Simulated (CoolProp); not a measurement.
Vapour-liquid equilibrium of CH2F2 (R32) (1) + dimethyl ether (2) at -52.85 °C; x and y are mole fractions of (1).

Computed with CoolProp (multi-fluid Helmholtz-energy mixture model, Tillner-Roth 1997 and Wu 2011; pair parameters Bell 2016).

```json
[
 {"x": "0.05", "bubble pressure (MPa)": "0.02801", "y at the bubble point": "0.155", "dew pressure at overall composition x (MPa)": "0.02580", "liquid density (mol/L)": "17.02"},
 {"x": "0.125", "bubble pressure (MPa)": "…", "y at the bubble point": "…", "dew pressure at overall composition x (MPa)": "0.02734", "liquid density (mol/L)": "17.39"},
 {"x": "0.2", "bubble pressure (MPa)": "0.03858", "y at the bubble point": "0.484", "dew pressure at overall composition x (MPa)": "0.02908", "liquid density (mol/L)": "17.79"},
 {"x": "0.275", "bubble pressure (MPa)": "0.04425", "y at the bubble point": "0.594", "dew pressure at overall composition x (MPa)": "0.03107", "liquid density (mol/L)": "18.20"},
 {"x": "0.35", "bubble pressure (MPa)": "0.05001", "y at the bubble point": "0.678", "dew pressure at overall composition x (MPa)": "0.03338", "liquid density (mol/L)": "18.63"},
 {"x": "0.425", "bubble pressure (MPa)": "0.05573", "y at the bubble point": "0.744", "dew pressure at overall composition x (MPa)": "0.03608", "liquid density (mol/L)": "19.07"},
 {"x": "0.5", "bubble pressure (MPa)": "0.06134", "y at the bubble point": "0.797", "dew pressure at overall composition x (MPa)": "0.03929", "liquid density (mol/L)": "19.54"},
 {"x": "0.575", "bubble pressure (MPa)": "0.06679", "y at the bubble point": "0.840", "dew pressure at overall composition x (MPa)": "0.04317", "liquid density (mol/L)": "20.03"},
 {"x": "0.65", "bubble pressure (MPa)": "…", "y at the bubble point": "…", "dew pressure at overall composition x (MPa)": "0.04794", "liquid density (mol/L)": "20.54"},
 {"x": "0.725", "bubble pressure (MPa)": "0.07716", "y at the bubble point": "…", "dew pressure at overall composition x (MPa)": "0.05394", "liquid density (mol/L)": "21.09"},
 {"x": "0.8", "bubble pressure (MPa)": "0.08213", "y at the bubble point": "0.935", "dew pressure at overall composition x (MPa)": "0.06169", "liquid density (mol/L)": "21.66"},
 {"x": "0.875", "bubble pressure (MPa)": "0.08703", "y at the bubble point": "0.960", "dew pressure at overall composition x (MPa)": "0.07187", "liquid density (mol/L)": "22.27"},
 {"x": "0.95", "bubble pressure (MPa)": "…", "y at the bubble point": "0.984", "dew pressure at overall composition x (MPa)": "0.08508", "liquid density (mol/L)": "…"}
]
```

What belongs in the gaps?


- 0.125, bubble pressure (MPa): 0.03312
- 0.125, y at the bubble point: 0.342
- 0.65, bubble pressure (MPa): 0.07206
- 0.65, y at the bubble point: 0.876
- 0.725, y at the bubble point: 0.907
- 0.95, bubble pressure (MPa): 0.09195
- 0.95, liquid density (mol/L): 22.92

No azeotrope shows between x = 0.05 and 0.95.

The pair parameters rest on a limited set of measurements; away from them the model extrapolates. The gap from Raoult's law changes sign with composition, which may be real or a fault of the pair parameters; it wasn't checked against measurements.
